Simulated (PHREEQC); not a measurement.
Solution (5 °C): 0.98 mmol/kgw Li2CO3. Closed to the air; pH follows from the charge balance.

The numbers come from PHREEQC with the ion-association model, phreeqc.dat.

No solid was allowed to form.

### Question
Estimate the pH.

### Answer
pH 11.04.

### Question
In which forms is C present?

### Answer
CO3-2 78 %, HCO3- 22 % of the C.

Away from 25 °C the constants follow the database's enthalpies or fits; those with neither stay at their 25 °C values.
